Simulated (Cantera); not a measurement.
Charge: 1 mol FeS, 0.55 mol SO2, 0.095 mol H2O, held at 0.133 bar.

Equilibrium computed with Cantera from the NASA thermochemical tables; the gas is ideal and each condensed phase is pure. Candidate condensed phases: Fe, FeO, Fe(OH)2, Fe(OH)3, FeS, FeSO4, FeS2, Fe2O3, Fe2(SO4)3, Fe3O4, H2O, H2SO4, S; 22 gas species. Metal and sulfide melt together well below either melting point, which pure phases cannot show. Mutual solubility and eutectic melting of coexisting phases are not modelled. The tables' stoichiometric FeO is somewhat more stable than real wüstite, so its field is too wide. FeO, FeS: taken at fixed stoichiometry. Gases not in the tables: S3 to S7. The numbers say what is thermodynamically allowed, not how fast it happens.

log p: log10 of the partial pressure in bar; n: condensed amount in mol.

| T (K) | log p SO2 | log p S2 | log p H2O | log p H2 | log p SO | log p S2O | n FeS(s) | n Fe3O4(s) | n FeO(s) | n FeS(l) |
|---|---|---|---|---|---|---|---|---|---|---|
| 998 | -0.96 | -2.38 | -1.72 | (withheld) | -5.27 | -3.50 | 0.973 | 0.00909 | 0 | 0 |
| 1048 | -0.97 | -2.29 | -1.72 | (withheld) | -4.94 | -3.44 | 0.966 | 0.0112 | 0 | 0 |
| 1098 | -0.97 | -2.20 | -1.72 | (withheld) | -4.65 | -3.39 | 0.959 | 0.0135 | 0 | 0 |
| 1148 | -0.98 | -2.12 | -1.72 | (withheld) | -4.38 | -3.34 | 0.952 | 0.0161 | 0 | 0 |
| 1198 | -0.98 | -2.05 | -1.73 | (withheld) | -4.13 | -3.30 | 0.943 | 0.0189 | 0 | 0 |
| 1248 | -0.99 | -1.99 | -1.73 | (withheld) | -3.91 | -3.26 | 0.934 | 0.0219 | 0 | 0 |
| 1298 | -0.99 | -1.93 | -1.73 | (withheld) | -3.70 | -3.22 | 0.925 | 0.0250 | 0 | 0 |
| 1348 | -1.00 | -1.88 | -1.74 | (withheld) | -3.51 | -3.19 | 0.915 | 0.0283 | 0 | 0 |
| 1398 | -1.02 | -1.77 | -1.76 | (withheld) | -3.32 | -3.12 | 0.876 | 0 | 0.124 | 0 |
| 1448 | -1.04 | -1.67 | -1.77 | (withheld) | -3.15 | -3.06 | 0.842 | 0 | 0.158 | 0 |
| 1498 | -1.05 | -1.61 | -1.78 | (withheld) | -3.00 | -3.03 | 0 | 0 | 0.183 | 0.817 |

**Question.** What belongs in the gaps?

**Answer.** 
- 998, log p H2: -4.36
- 1048, log p H2: -4.17
- 1098, log p H2: -4.00
- 1148, log p H2: -3.84
- 1198, log p H2: -3.69
- 1248, log p H2: -3.55
- 1298, log p H2: -3.43
- 1348, log p H2: -3.31
- 1398, log p H2: -3.20
- 1448, log p H2: -3.09
- 1498, log p H2: -2.99
